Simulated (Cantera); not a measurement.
Input: 1 mol SiC, 0.24 mol N2O, 940 mol H2, 0.0016 mol H2O, at 1625 K.

Equilibrium computed with Cantera from the NASA thermochemical tables; the gas is ideal and each condensed phase is pure. Candidate condensed phases: C, C6H6, C7H8, C8H18, H2O, Si, SiC, SiO2, Si2N2O, Si3N4; 151 gas species. Mutual solubility and eutectic melting of coexisting phases are not modelled. Equilibrium is a limit: real reactors are often held back by kinetics, nucleation or transport.

**Question.** At 7500 Torr, list the 5 most abundant gas species with their mole fractions, and the condensed phases.

**Answer.** H2 0.999, CH4 0.000492, H 2.23e-5, N2 1.52e-5, SiO 1.25e-5. Condensed: SiC(s) + Si2N2O(s).
